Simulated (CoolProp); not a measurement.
Vapour-liquid equilibrium of dimethyl carbonate (1) + cyclohexane (2) at 2080 kPa; x and y are mole fractions of (1).

The numbers come from the multi-fluid Helmholtz-energy mixture model, Zhou 2011 and Zhou 2014; pair parameters Bell 2016 in CoolProp.

```tsv
x	bubble temperature (°C)	y at the bubble point	dew temperature at overall composition x (°C)	liquid density (mol/L)
0.05	224.8	0.084	226.5	6.356
0.2	216.7	0.268	219.4	6.588
0.35	213.1	0.395	214.1	6.809
0.5	212.1	0.500	212.1	7.070
0.65	213.1	0.606	214.0	7.382
0.8	216.3	0.736	218.4	7.730
0.95	222.8	0.919	224.0	8.074
```

y crosses x between x = 0.35 and 0.5: the model has an azeotrope there.

Pair parameters are fitted to limited data, so mixtures are less certain than the pure fluids.
